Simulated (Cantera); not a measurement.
An adiabatic, constant-volume homogeneous reactor starts with 21.9 % H₂, 16.4 % O₂, 61.7 % N₂, equivalence ratio 0.67, at 1275 K and 29.0 bar.

Cantera simulation using the H2/O2 subset of GRI-Mech 3.0, which has no nitrogen chemistry; the numbers are that mechanism's predictions, not measurements. The hydrogen kinetics of GRI-Mech 3.0 are dated; newer H2 mechanisms differ, most at raised pressure. The pressure lies above the range GRI-Mech 3.0 was tuned for (to about 10 atm).

One state of this run: T (K) = 2988; P (bar) = 61.1; x H₂ = 0.00533; x O₂ = 0.0563; x HO₂ = 6.52e-5; x O = 0.00332; x H = 0.00143. x: mole fraction; the columns are a selection and need not sum to one.

Task: Which value of t (s) does it belong to?
A. 2.00e-6
B. 1.78e-5
C. 1.00
D. 5.97e-6

Result: C, 1.00
